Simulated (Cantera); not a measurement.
CH₃SiCl₃ + C₃H₈ + H₂ (silicon carbide growth)

Input: 1 mol CH₃SiCl₃, 0.0099 mol C₃H₈, a varied amount of H₂, held at 1502 °C and 25000 Pa.

Method: chemical equilibrium by Gibbs-energy minimisation in Cantera with the NASA 1993 tables (ideal gas, pure condensed phases). Candidate condensed phases: C, C₆H₆, C₇H₈, C₈H₁₈, Si, SiC; 109 gas species. The feed counts by its element totals alone. Rates play no part.

| n(H₂) (mol) | x H₂ | x HCl | x H | x SiCl₂ | x CH₄ | x C₂H₂ (acetylene) | x Cl | x SiCl₃ | n C(graphite) | n SiC(s) |
|---|---|---|---|---|---|---|---|---|---|---|
| 38 | 0.926 | 0.0723 | 0.000557 | 0.000387 | 0.000180 | 0.000132 | 3.34e-5 | 8.20e-6 | 0.0277 | 0.984 |
| 53 | 0.946 | 0.0531 | 0.000563 | 0.000205 | 0.000187 | 0.000135 | 2.43e-5 | 3.15e-6 | 0.0156 | 0.988 |
| 74 | 0.960 | 0.0387 | 0.000567 | 0.000107 | 0.000193 | 0.000137 | 1.76e-5 | 1.19e-6 | 0.00190 | 0.992 |
| 100 | 0.970 | 0.0290 | 0.000570 | 7.10e-5 | 0.000165 | 9.66e-5 | 1.31e-5 | 5.89e-7 | 0 | 0.992 |
| 140 | 0.978 | 0.0209 | 0.000573 | 4.63e-5 | 0.000132 | 6.07e-5 | 9.38e-6 | 2.76e-7 | 0 | 0.993 |
| 200 | 0.985 | 0.0147 | 0.000574 | 2.96e-5 | 0.000103 | 3.64e-5 | 6.59e-6 | 1.24e-7 | 0 | 0.994 |
| 280 | 0.989 | 0.0106 | 0.000576 | 1.95e-5 | 8.12e-5 | 2.22e-5 | 4.72e-6 | 5.84e-8 | 0 | 0.994 |
| 400 | 0.992 | 0.00741 | 0.000577 | 1.26e-5 | 6.24e-5 | 1.30e-5 | 3.31e-6 | 2.64e-8 | 0 | 0.994 |
| 560 | 0.994 | 0.00531 | 0.000577 | 8.29e-6 | 4.86e-5 | 7.81e-6 | 2.37e-6 | 1.25e-8 | 0 | 0.993 |
| 780 | 0.996 | 0.00382 | 0.000578 | 5.47e-6 | 3.81e-5 | 4.79e-6 | 1.70e-6 | 5.91e-9 | 0 | 0.992 |
x: gas mole fraction; n: condensed amount in mol.

From 38 mol H₂ to 74 mol H₂ the condensed part is C(graphite) + SiC(s). From 100 mol H₂ to 780 mol H₂ the condensed part is SiC(s). The main Si-bearing gas is SiCl₂ throughout.
